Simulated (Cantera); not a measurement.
A Cantera script and what it prints.

```python
import numpy as np
import cantera as ct

gas_names = """
    F F2 H HF H2 H2F2 H3F3 H4F4 H5F5 H6F6 H7F7 Si SiF SiF2 SiF3 SiF4 SiH SiHF3 SiH2 SiH2F2 SiH3 SiH3F
    SiH4 Si2 Si3
""".split()
cond_names = """
    Si(cr) Si(L)
""".split()


# ... load() reads the species with a 1 bar reference pressure and builds the phases ...
atoms = {
    'SiF4': {'Si': 1, 'F': 4},
    'H2': {'H': 2},
}
top_T = {}  # K; cautious upper limits of use, not melting points


# ... equilibrate(T, P, feed) seeds the gas with the atoms and calls Mixture.equilibrate('TP', solver="vcs", rtol=1e-11, max_steps=5000) ...
results = []
feed = {'SiF4': 1, 'H2': 44}  # mol
P = 480  # Pa
for T in [975, 1025, 1075, 1125, 1175, 1225, 1275, 1325, 1375]:
    mix = equilibrate(T, P, feed)
    results.append((T, P, feed, dict(zip(mix.species_names, mix.species_moles))))

top = {s: max(r[3][s] / sum(r[3][g] for g in gas_names) for r in results) for s in gas_names}
cols = sorted((s for s in top if top[s] > 0.0001), key=lambda s: -top[s])[:6]
seen = [c for c in cond_names if any(r[3].get(c, 0) > 1e-12 for r in results)]
print("log10 of partial pressures in bar; condensed amounts in mol")
print(f"{'T/K':>10s}" + "".join(f"{s[:9]:>10s}" for s in cols + seen))
for T, P, feed, n in results:
    ng = sum(n[g] for g in gas_names)
    print(f"{T:10.4g}" + "".join(f"{np.log10(max(n[s] / ng * P / 1e5, 1e-99)):10.3f}" for s in cols)
          + "".join(f"{n.get(c, 0):10.4g}" for c in seen))
```

Output:

```
log10 of partial pressures in bar; condensed amounts in mol
       T/K        H2      SiF4        HF      SiF3     SiHF3      SiF2
       975    -2.329    -3.976    -6.061    -7.289    -6.091   -10.235
      1025    -2.329    -3.977    -5.871    -6.820    -5.928    -9.379
      1075    -2.329    -3.980    -5.689    -6.405    -5.790    -8.624
      1125    -2.329    -3.985    -5.512    -6.041    -5.678    -7.962
      1175    -2.329    -3.991    -5.337    -5.724    -5.591    -7.386
      1225    -2.329    -4.000    -5.164    -5.450    -5.528    -6.888
      1275    -2.329    -4.014    -4.993    -5.214    -5.487    -6.458
      1325    -2.330    -4.034    -4.827    -5.013    -5.465    -6.086
      1375    -2.331    -4.062    -4.668    -4.841    -5.460    -5.761
```

Equilibrium computed with Cantera from the NASA thermochemical tables; the gas is ideal and each condensed phase is pure. The tables' values for SiF3, SiF2 are old estimates; treat these amounts as uncertain.
